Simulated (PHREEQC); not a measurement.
A solution holds 0.0019 mol CuSO4, 0.02 mol HCl and 0.017 mol KCl per kg of water, at 25 °C. Closed to the air; pH follows from the charge balance.

The numbers come from PHREEQC with the ion-association model, wateq4f.dat.

This is a speciation only: nothing precipitates in the calculation.

### Question
Order these Cu species by the share of Cu that they hold, largest first: CuSO4, CuCl+, Cu+2.

### Answer
Cu+2 (91 %), CuCl+ (4.5 %), CuSO4 (4.1 %)

The pH is 1.78 and the ionic strength 0.0423 mol/kgw.
